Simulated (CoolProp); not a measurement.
Dimethyl carbonate along the isobar 0.939 MPa: density (kg/m³) from the reference equation and from simpler models built on Tc = 283.9 °C, pc = 4.909 MPa, ω = 0.346; each cubic takes its own stable root.

Values from CoolProp's reference Helmholtz-energy equation of state, Zhou 2011.

```tsv
T (°C)	phase	reference	van der Waals	Redlich-Kwong	Soave-Redlich-Kwong
94.45	liquid	969.1	564.2	(withheld)	866.5
123.55	liquid	(withheld)	30.00	(withheld)	826.7
152.55	liquid	879.8	27.16	732.3	780.2
181.65	gas	26.14	24.88	25.66	26.13
210.65	gas	23.74	23.01	23.51	23.75
239.75	gas	21.85	(withheld)	21.75	21.86
268.75	gas	20.31	20.06	(withheld)	20.31
297.85	gas	19.02	(withheld)	19.02	18.99
326.85	gas	17.90	17.83	(withheld)	(withheld)
```

Q: Some entries are withheld; supply them.

A: 
- 94.45, Redlich-Kwong: 824.6
- 123.55, reference: 926.0
- 123.55, Redlich-Kwong: 781.6
- 239.75, van der Waals: 21.42
- 268.75, Redlich-Kwong: 20.28
- 297.85, van der Waals: 18.87
- 326.85, Redlich-Kwong: 17.92
- 326.85, Soave-Redlich-Kwong: 17.87

At some of these states van der Waals gives the other phase, because its saturation line lies elsewhere.
